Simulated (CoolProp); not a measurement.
A single-stage vapour-compression cycle with R13: evaporating at 208.15 K (dew point), condensing at 238.15 K (bubble point), superheat 2 K, subcooling 2 K, compressor efficiency 0.75, no pressure losses. Each further row changes one setting.

Computed with CoolProp (reference Helmholtz-energy equation of state, Platzer 1990). This equation is an older, rougher fit; its heat capacities, sound speeds and derivatives of the liquid may be far off and weren't checked against measurements.

| case | cooling COP | pressure ratio | discharge temperature (K) | refrigerating effect (kJ/kg) | volumetric capacity (kJ/m³) |
|---|---|---|---|---|---|
| as stated | 4.50 | 3.17 | 262.4 | 115 | 1670 |
| evaporating temperature 213.15 K | [?] | [?] | 258.0 | [?] | 2080 |
| condensing temperature 233.15 K | 5.56 | [?] | 254.4 | 120 | 1740 |
| subcooling 7 K | [?] | 3.17 | 262.4 | 120 | 1740 |
| superheat 12 K | [?] | 3.17 | [?] | 121 | [?] |
| compressor efficiency 0.65 | 3.90 | 3.17 | 268.2 | 115 | 1670 |

Q: What belongs in the gaps?

A: 
- evaporating temperature 213.15 K, cooling COP: 5.66
- evaporating temperature 213.15 K, pressure ratio: 2.55
- evaporating temperature 213.15 K, refrigerating effect (kJ/kg): 117
- condensing temperature 233.15 K, pressure ratio: 2.67
- subcooling 7 K, cooling COP: 4.70
- superheat 12 K, cooling COP: 4.46
- superheat 12 K, discharge temperature (K): 273.2
- superheat 12 K, volumetric capacity (kJ/m³): 1650
